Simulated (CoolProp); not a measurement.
Vapour-liquid equilibrium of n-hexane (1) + m-xylene (2) at 419.9 K; x and y are mole fractions of (1).

Model: multi-fluid Helmholtz-energy mixture model, Thol 2019 and Zhou 2012; pair parameters Bell 2016, in CoolProp.

```json
[
 {"x": "0.05", "bubble pressure (kPa)": "…", "y at the bubble point": "0.221", "dew pressure at overall composition x (kPa)": "129.5", "liquid density (mol/L)": "7.009"},
 {"x": "0.125", "bubble pressure (kPa)": "…", "y at the bubble point": "0.443", "dew pressure at overall composition x (kPa)": "138.9", "liquid density (mol/L)": "6.956"},
 {"x": "0.2", "bubble pressure (kPa)": "250.7", "y at the bubble point": "0.586", "dew pressure at overall composition x (kPa)": "149.7", "liquid density (mol/L)": "6.899"},
 {"x": "0.275", "bubble pressure (kPa)": "…", "y at the bubble point": "0.681", "dew pressure at overall composition x (kPa)": "162.4", "liquid density (mol/L)": "6.838"},
 {"x": "0.35", "bubble pressure (kPa)": "…", "y at the bubble point": "0.749", "dew pressure at overall composition x (kPa)": "177.4", "liquid density (mol/L)": "6.773"},
 {"x": "0.425", "bubble pressure (kPa)": "398.3", "y at the bubble point": "0.798", "dew pressure at overall composition x (kPa)": "195.6", "liquid density (mol/L)": "6.704"},
 {"x": "0.5", "bubble pressure (kPa)": "442.9", "y at the bubble point": "0.836", "dew pressure at overall composition x (kPa)": "218.0", "liquid density (mol/L)": "…"},
 {"x": "0.575", "bubble pressure (kPa)": "484.7", "y at the bubble point": "0.866", "dew pressure at overall composition x (kPa)": "246.1", "liquid density (mol/L)": "6.556"},
 {"x": "0.65", "bubble pressure (kPa)": "524.3", "y at the bubble point": "0.892", "dew pressure at overall composition x (kPa)": "282.7", "liquid density (mol/L)": "6.477"},
 {"x": "0.725", "bubble pressure (kPa)": "562.3", "y at the bubble point": "0.915", "dew pressure at overall composition x (kPa)": "331.9", "liquid density (mol/L)": "6.396"},
 {"x": "0.8", "bubble pressure (kPa)": "600.0", "y at the bubble point": "0.937", "dew pressure at overall composition x (kPa)": "400.4", "liquid density (mol/L)": "6.314"},
 {"x": "0.875", "bubble pressure (kPa)": "638.3", "y at the bubble point": "0.959", "dew pressure at overall composition x (kPa)": "497.6", "liquid density (mol/L)": "6.230"},
 {"x": "0.95", "bubble pressure (kPa)": "678.4", "y at the bubble point": "0.983", "dew pressure at overall composition x (kPa)": "622.3", "liquid density (mol/L)": "6.146"}
]
```

Task: Fill in the missing entries.

Result: 
- 0.05, bubble pressure (kPa): 153.1
- 0.125, bubble pressure (kPa): 200.6
- 0.275, bubble pressure (kPa): 301.4
- 0.35, bubble pressure (kPa): 351.0
- 0.5, liquid density (mol/L): 6.632

No azeotrope shows between x = 0.05 and 0.95.

The pair parameters rest on a limited set of measurements; away from them the model extrapolates.
